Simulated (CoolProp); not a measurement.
A closed Brayton cycle with nitrogen: compressor inlet 309.15 K and 1.5 MPa, high pressure 5.25 MPa, turbine inlet 730 K, compressor efficiency 0.85, turbine efficiency 0.93, recuperator effectiveness 0 (on enthalpy, no pinch check). Each further row changes one setting.

Model: reference Helmholtz-energy equation of state, Span 2000, in CoolProp.

```tsv
case	thermal efficiency (%)	net work (kJ/kg)	compressor to turbine work	compressor exit (K)	turbine exit (K)
as stated	18.1	52.3	0.76	466.1	531.9
turbine inlet 680 K	16.0	37.2	0.82	466.1	494.0
compressor inlet 319.15 K	17.2	46.9	0.78	481.0	531.9
high pressure 4.46 MPa	16.9	53.1	0.72	442.4	554.4
recuperator effectiveness 0.5	20.7	52.3	0.76	466.1	531.9
```
